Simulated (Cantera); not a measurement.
## Low-pressure radical oxidation in H2/O2

A perfectly stirred reactor is fed with 6.94 % H₂, 69.4 % O₂, 23.6 % N₂, at 2670 Pa; it is held at 900 K, and followed from long to short residence time.

Detailed kinetics in Cantera: the H2/O2 subset of GRI-Mech 3.0, which has no nitrogen chemistry. Radical loss at walls, strong at low pressure, is not modelled. Below about 950 K walls govern HO2 and H2O2 in real vessels. The temperature is held fixed by assumption; the heat of reaction is taken as removed at once.

```json
[
 {"τ (s)": "11", "x H₂": "0.000334", "x O₂": "0.683", "x H₂O₂": "1.49e-7", "x O": "7.17e-5", "x H": "4.13e-6", "x OH": "5.30e-5", "x HO₂": "3.23e-6"},
 {"τ (s)": "3.7", "x H₂": "0.000624", "x O₂": "0.683", "x H₂O₂": "2.01e-7", "x O": "0.000139", "x H": "1.22e-5", "x OH": "8.20e-5", "x HO₂": "4.96e-6"},
 {"τ (s)": "1.2", "x H₂": "0.00116", "x O₂": "0.683", "x H₂O₂": "2.66e-7", "x O": "0.000266", "x H": "3.75e-5", "x OH": "0.000133", "x HO₂": "7.38e-6"},
 {"τ (s)": "0.41", "x H₂": "0.00206", "x O₂": "0.683", "x H₂O₂": "3.37e-7", "x O": "0.000482", "x H": "0.000108", "x OH": "0.000214", "x HO₂": "1.02e-5"},
 {"τ (s)": "0.14", "x H₂": "0.00362", "x O₂": "0.683", "x H₂O₂": "4.12e-7", "x O": "0.000856", "x H": "0.000309", "x OH": "0.000349", "x HO₂": "1.32e-5"},
 {"τ (s)": "0.046", "x H₂": "0.00640", "x O₂": "0.683", "x H₂O₂": "4.86e-7", "x O": "0.00152", "x H": "0.000895", "x OH": "0.000576", "x HO₂": "1.59e-5"},
 {"τ (s)": "0.015", "x H₂": "0.0113", "x O₂": "0.682", "x H₂O₂": "5.38e-7", "x O": "0.00260", "x H": "0.00245", "x OH": "0.000920", "x HO₂": "1.76e-5"},
 {"τ (s)": "0.0052", "x H₂": "0.0192", "x O₂": "0.681", "x H₂O₂": "5.38e-7", "x O": "0.00398", "x H": "0.00549", "x OH": "0.00132", "x HO₂": "1.79e-5"},
 {"τ (s)": "0.0017", "x H₂": "0.0336", "x O₂": "0.682", "x H₂O₂": "4.61e-7", "x O": "0.00492", "x H": "0.00870", "x OH": "0.00154", "x HO₂": "1.64e-5"},
 {"τ (s)": "0.00058", "x H₂": "0.0560", "x O₂": "0.688", "x H₂O₂": "2.34e-7", "x O": "0.00295", "x H": "0.00487", "x OH": "0.000967", "x HO₂": "1.34e-5"}
]
```
x: mole fraction; the columns are a selection and need not sum to one.
